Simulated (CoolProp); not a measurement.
Vapour-liquid equilibrium of CH2F2 (R32) (1) + R134a (2) at 195.3 K; x and y are mole fractions of (1).

Computed with CoolProp (multi-fluid Helmholtz-energy mixture model, Tillner-Roth 1997 and Tillner-Roth 1994; pair parameters Lemmon 2004).

Problem. Give the bubble pressure and the first vapour's composition at x = 0.05, 0.35, 0.65. Is there an azeotrope?

Solution. x = 0.05: 0.005335 MPa, y = 0.220; x = 0.35: 0.01074 MPa, y = 0.730; x = 0.65: 0.01579 MPa, y = 0.897. No azeotrope shows between x = 0.05 and 0.95.

Pair parameters are fitted to limited data, so mixtures are less certain than the pure fluids.
